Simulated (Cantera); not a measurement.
Feed: 1 mol PH3, 0.11 mol H2O, 14 mol H2, held at 110 bar.

These are equilibrium values from Cantera (NASA tables, ideal gas, pure condensed phases), not measurements of a reactor. Candidate condensed phases: H2O, P, P4O10; 31 gas species. Ions and electrons are included (thermal ionisation). The ideal-gas law is rough above about 30 bar. Gases not in the tables: HPO2, HPO3 and P4O6. The numbers say what is thermodynamically allowed, not how fast it happens.

Task: At 2727 °C, list the 4 most abundant gas species with their mole fractions, and the condensed phases.

Result: H2 0.946, P2 0.0281, H 0.0146, H2O 0.00574. Condensed: gas only.
